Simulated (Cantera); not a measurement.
PbO + CH4 + H2 (carbothermic reduction)

Charge: 1 mol PbO, 1.3 mol CH4, 1.4 mol H2.

Equilibrium computed with Cantera from the NASA thermochemical tables; the gas is ideal and each condensed phase is pure. Candidate condensed phases: C, C6H6, C7H8, C8H18, H2O, Pb, PbO, PbO2, Pb3O4; 113 gas species. Kinetics and transport are ignored.

Stable condensed phases:

```
T in K \ P in Pa
              10      36     130     460    1700    6000   22000   77000  280000 1000000
   2348        A       A       A       A       A       A       A       A       A       A
   2248        A       A       A       A       A       A       A       A       A       A
   2148        A       A       A       A       A       A       A       A       A       A
   2048        A       A       A       A       A       A       A       A       A       B
   1948        A       A       A       A       A       A       A       A       A       B
   1848        A       A       A       A       A       A       A       A       B       B
   1748        A       A       A       A       A       A       A       A       B       B
   1648        A       A       A       A       A       A       A       B       B       B
   1548        A       A       A       A       A       A       A       B       B       B
   1448        A       A       A       A       A       A       B       B       B       B
   1348        A       A       A       A       A       B       B       B       B       B
   1248        A       A       A       A       B       B       B       B       B       B
   1148        A       A       A       B       B       B       B       B       B       B
   1048        A       B       B       B       B       B       B       B       B       B
```

A: C; B: C + Pb.
